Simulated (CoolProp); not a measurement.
Vapour-liquid equilibrium of ethanol (1) + o-xylene (2) at 0.645 MPa; x and y are mole fractions of (1).

Computed with CoolProp (multi-fluid Helmholtz-energy mixture model, Schroeder 2014 and Zhou 2012; pair parameters Bell 2016).

```json
[
 {"x": "0.05", "bubble temperature, mixture model (°C)": "?", "bubble temperature, Raoult's law (°C)": "214.0", "y, mixture model": "0.438", "y, Raoult's law": "0.301"},
 {"x": "0.15", "bubble temperature, mixture model (°C)": "168.9", "bubble temperature, Raoult's law (°C)": "192.1", "y, mixture model": "?", "y, Raoult's law": "0.593"},
 {"x": "0.25", "bubble temperature, mixture model (°C)": "157.0", "bubble temperature, Raoult's law (°C)": "178.0", "y, mixture model": "?", "y, Raoult's law": "0.734"},
 {"x": "0.35", "bubble temperature, mixture model (°C)": "?", "bubble temperature, Raoult's law (°C)": "167.7", "y, mixture model": "0.832", "y, Raoult's law": "0.818"},
 {"x": "0.45", "bubble temperature, mixture model (°C)": "?", "bubble temperature, Raoult's law (°C)": "159.8", "y, mixture model": "0.855", "y, Raoult's law": "0.872"},
 {"x": "0.55", "bubble temperature, mixture model (°C)": "144.7", "bubble temperature, Raoult's law (°C)": "153.3", "y, mixture model": "0.874", "y, Raoult's law": "0.911"},
 {"x": "0.65", "bubble temperature, mixture model (°C)": "142.3", "bubble temperature, Raoult's law (°C)": "147.9", "y, mixture model": "0.893", "y, Raoult's law": "0.940"},
 {"x": "0.75", "bubble temperature, mixture model (°C)": "140.0", "bubble temperature, Raoult's law (°C)": "143.3", "y, mixture model": "?", "y, Raoult's law": "0.962"},
 {"x": "0.85", "bubble temperature, mixture model (°C)": "?", "bubble temperature, Raoult's law (°C)": "139.3", "y, mixture model": "0.943", "y, Raoult's law": "0.979"},
 {"x": "0.95", "bubble temperature, mixture model (°C)": "?", "bubble temperature, Raoult's law (°C)": "135.8", "y, mixture model": "0.979", "y, Raoult's law": "0.994"}
]
```

### Question
What belongs in the gaps?

### Answer

- 0.05, bubble temperature, mixture model (°C): 198.8
- 0.15, y, mixture model: 0.713
- 0.25, y, mixture model: 0.795
- 0.35, bubble temperature, mixture model (°C): 151.0
- 0.45, bubble temperature, mixture model (°C): 147.4
- 0.75, y, mixture model: 0.916
- 0.85, bubble temperature, mixture model (°C): 137.6
- 0.95, bubble temperature, mixture model (°C): 135.3

The largest gap from Raoult's law is -23.2 K in bubble temperature, at x = 0.15. No azeotrope shows between x = 0.05 and 0.95.

Pair parameters are fitted to limited data, so mixtures are less certain than the pure fluids. With so large a gap from Raoult's law the liquid may split in two, which this calculation doesn't test in full.
